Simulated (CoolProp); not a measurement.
Vapour-liquid equilibrium of dimethyl ether (1) + R236EA (2) at 0.935 bar; x and y are mole fractions of (1).

Computed with CoolProp (multi-fluid Helmholtz-energy mixture model, Wu 2011 and Rui 2013; pair parameters Bell 2016).

### Question
Give the bubble temperature and the first vapour's composition at x = 0.2, 0.35, 0.5. Is there an azeotrope?

### Answer
x = 0.2: 2.4 °C, y = 0.272; x = 0.35: -0.6 °C, y = 0.516; x = 0.5: -5.9 °C, y = 0.746. No azeotrope shows between x = 0.05 and 0.95.

Pair parameters are fitted to limited data, so mixtures are less certain than the pure fluids.
